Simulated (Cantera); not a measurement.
A Cantera script and what it prints.

```python
import numpy as np
import cantera as ct

gas_names = """
    CL CL2 H HCL H2 Si SiCL SiCL2 SiCL3 SiCL4 SiH SiHCL3 SiH2 SiH2CL2 SiH3 SiH3CL SiH4 Si2 Si3
""".split()
cond_names = """
    Si(cr) Si(L)
""".split()


def load(file, names, dense=False):
    # The tables refer to 1 bar. Condensed volumes are neglected.
    table = {s.name: s for s in ct.Species.list_from_file(file)}
    out = []
    for n in names:
        d = dict(table[n].input_data)
        d["thermo"] = dict(d["thermo"], **{"reference-pressure": 1e5})
        if dense:
            d["equation-of-state"] = {"model": "constant-volume", "density": "1e6 g/cm^3"}
        out.append(ct.Species.from_dict(d))
    return out


gas = ct.Solution(thermo="ideal-gas", species=load("nasa_gas.yaml", gas_names))
cond = {s.name: ct.Solution(thermo="fixed-stoichiometry", species=[s], name=s.name)
        for s in load("nasa_condensed.yaml", cond_names, dense=True)}
atoms = {
    'SiCl4': {'Si': 1, 'CL': 4},
    'H2': {'H': 2},
}
top_T = {}  # K; cautious upper limits of use, not melting points


def equilibrate(T, P, feed):
    n = {}
    for name, mol in feed.items():
        for a, k in atoms[name].items():
            n[a] = n.get(a, 0.0) + k * mol
    gas.TPX = T, P, n
    mass = sum(n.values()) * gas.mean_molecular_weight
    gas.equilibrate("TP")
    valid = [c for c in cond.values() if c.min_temp <= T <= top_T.get(c.name, c.max_temp)]
    mix = ct.Mixture([(gas, mass / gas.mean_molecular_weight)] + [(c, 0.0) for c in valid])
    mix.T, mix.P = T, P
    mix.equilibrate("TP", solver="vcs", rtol=1e-11, max_steps=5000)
    return mix


results = []
feed = {'SiCl4': 1, 'H2': 0.93}  # mol
T = 875  # K
P = 10000  # Pa
mix = equilibrate(T, P, feed)
results.append((T, P, feed, dict(zip(mix.species_names, mix.species_moles))))
print(gas.report(threshold=0.0001))
for i in range(1, mix.n_phases):
    print(f"{mix.phase(i).name:16s} {mix.phase_moles(i):12.5e} mol")
```

Output:

```
       temperature   875 K
          pressure   10000 Pa
           density   0.12231 kg/m^3
  mean mol. weight   88.981 kg/kmol
   phase of matter   gas

                          1 kg             1 kmol
                     ---------------   ---------------
          enthalpy       -3.4101e+06       -3.0344e+08  J
   internal energy       -3.4919e+06       -3.1071e+08  J
           entropy            3734.5         3.323e+05  J/K
    Gibbs function       -6.6778e+06        -5.942e+08  J
 heat capacity c_p            773.17             68797  J/K
 heat capacity c_v            679.73             60483  J/K

                      mass frac. Y      mole frac. X     chem. pot. / RT
                     ---------------   ---------------   ---------------
               HCL         0.0092449          0.022564           -42.734
                H2          0.010408           0.45938           -20.264
             SiCL3        0.00042989        0.00028454           -106.21
             SiCL4            0.9462           0.49559           -138.81
            SiHCL3          0.033609           0.02208           -116.34
     [  +14 minor]        0.00011267        9.9481e-05

Si(cr)            0.00000e+00 mol
```

Equilibrium computed with Cantera from the NASA thermochemical tables; the gas is ideal and each condensed phase is pure. The tables' values for SiCl3 are old estimates; treat these amounts as uncertain.
